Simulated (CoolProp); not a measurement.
The fluid at 853.64 K and 18.8 MPa is compressed adiabatically to 133 MPa with isentropic efficiency 0.9. The same conditions are run with several fluids, on thermodynamics alone (safety and materials aside).

The numbers come from the reference Helmholtz-energy equation of state of each fluid (carbon dioxide: Span 1996; dry air: Lemmon 2000; nitrogen: Span 2000) in CoolProp. Blends and air are pseudo-pure fits.

### Question
Rank carbon dioxide, dry air, nitrogen by work (kJ/kg), highest first.

### Answer
nitrogen (850), dry air (813), carbon dioxide (484)

| fluid | final temperature (K) | final density (kg/m³) |
|---|---|---|
| carbon dioxide | 1210.6 | 419 |
| dry air | 1455.3 | 241 |
| nitrogen | 1461.3 | 230 |
